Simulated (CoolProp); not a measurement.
Vapour-liquid equilibrium of dimethyl ether (1) + R134a (2) at -68.65 °C; x and y are mole fractions of (1).

Values from CoolProp's multi-fluid Helmholtz-energy mixture model, Wu 2011 and Tillner-Roth 1994; pair parameters Bell 2016.

Question: Give the bubble pressure and the first vapour's composition at x = 0.15, 0.55, 0.75. Is there an azeotrope?

Answer: x = 0.15: 0.08464 bar, y = 0.121; x = 0.55: 0.08058 bar, y = 0.563; x = 0.75: 0.08365 bar, y = 0.796. y crosses x between x = 0.45 and 0.55: the model has an azeotrope there.

Pair parameters are fitted to limited data, so mixtures are less certain than the pure fluids.
